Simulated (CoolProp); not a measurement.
A simple Rankine cycle with n-heptane: condensing at 325.15 K, boiler at 0.178 MPa, turbine inlet 542 K, turbine efficiency 0.9, pump efficiency 0.8, no recuperator. Each further row changes one setting.

Model: reference Helmholtz-energy equation of state, Span 2003, in CoolProp. It is a short technical equation, of lower accuracy than the large ones.

| case | thermal efficiency (%) | net work (kJ/kg) | heat in (kJ/kg) | turbine exit temperature (K) | volume ratio over the turbine |
|---|---|---|---|---|---|
| as stated | 10.0 | 83.3 | 831 | 508.7 | (withheld) |
| turbine inlet 562 K | (withheld) | 86.6 | 886 | 528.5 | 8.31 |
| condensing temperature 317.15 K | (withheld) | 95.8 | 850 | 503.8 | 11.5 |
| boiler pressure 0.125 MPa | 8.5 | 70.4 | 832 | 514.3 | 5.87 |
| turbine efficiency 0.8 | (withheld) | (withheld) | 831 | (withheld) | 8.38 |

Q: Complete the blanks.

A: 
- as stated, volume ratio over the turbine: 8.32
- turbine inlet 562 K, thermal efficiency (%): 9.8
- condensing temperature 317.15 K, thermal efficiency (%): 11.3
- turbine efficiency 0.8, thermal efficiency (%): 8.9
- turbine efficiency 0.8, net work (kJ/kg): 74.1
- turbine efficiency 0.8, turbine exit temperature (K): 512.4
